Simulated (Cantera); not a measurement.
Mixture: H₂ : O₂ : N₂ : NO = 1 : 0.357 : 1.34 : 0.0032 (molar parts), at 7500 Torr, adiabatic and at constant pressure. Ignition delay is the time to a rise of 400 K.

Detailed kinetics in Cantera: GRI-Mech 3.0 (53 species, 325 reactions). The hydrogen kinetics of GRI-Mech 3.0 are dated; newer H2 mechanisms differ, most at raised pressure. The mechanism lacks 2 NO + O2 → 2 NO2 and HONO, so NO2 and the effect of NO are under-described below about 1400 K.

### Question
What does this change do: pressure from 7500 Torr to 25500 Torr?

### Answer
```json
[
 {"quantity": "delay at 1150 K", "before": "39.6 µs", "after": "87.4 µs"},
 {"quantity": "delay at 1200 K", "before": "17.4 µs", "after": "42.2 µs"},
 {"quantity": "delay at 1250 K", "before": "8.43 µs", "after": "21.0 µs"},
 {"quantity": "delay at 1300 K", "before": "4.82 µs", "after": "10.4 µs"},
 {"quantity": "delay at 1350 K", "before": "3.21 µs", "after": "5.08 µs"},
 {"quantity": "delay at 1400 K", "before": "2.35 µs", "after": "2.46 µs"},
 {"quantity": "apparent activation energy between 1300 and 1400 K", "before": "110 kJ/mol", "after": "220 kJ/mol"}
]
```
The pressure lies above the range GRI-Mech 3.0 was tuned for (to about 10 atm).
